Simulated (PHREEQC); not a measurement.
A solution holds 0.0038 mol/kgw K2SO4 and 4.2e-05 mol/kgw (CH3)4NF, at 20 °C. Closed to the air; pH follows from the charge balance.

Computed with PHREEQC (ion-association model, phreeqc.dat).

The pH is 7.13 and the ionic strength comes out as 0.0112 mol/kgw. The specific conductance comes out as 913 µS/cm.

```tsv
species	molality	activity	log γ
K+	0.00748	0.00671	-0.048
SO4-2	0.00368	0.00242	-0.183
KSO4-	0.000116	0.000104	-0.045
F-	4.20e-5	3.76e-5	-0.048
(CH3)4N+	4.20e-5	3.77e-5	-0.047
OH-	1.03e-7	9.22e-8	-0.048
H+	8.16e-8	7.43e-8	-0.041
HSO4-	1.75e-8	1.57e-8	-0.047
HF	3.82e-9	3.83e-9	0.001
```

No solid was allowed to form. (CH3)4N+ isn't in the database: it is added as a free cation with an ion size of 4 Å.
